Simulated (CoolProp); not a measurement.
Vapour-liquid equilibrium of carbon dioxide (1) + propylene (2) at -13.05 °C; x and y are mole fractions of (1).

The numbers come from the multi-fluid Helmholtz-energy mixture model, Span 1996 and Lemmon 2013; pair parameters Bell 2016 in CoolProp.

**Question.** Give the bubble pressure and the first vapour's composition at x = 0.05, 0.55, 0.85. Is there an azeotrope?

**Answer.** x = 0.05: 0.5542 MPa, y = 0.309; x = 0.55: 1.723 MPa, y = 0.838; x = 0.85: 2.186 MPa, y = 0.935. No azeotrope shows between x = 0.05 and 0.95.

The pair parameters rest on a limited set of measurements; away from them the model extrapolates.
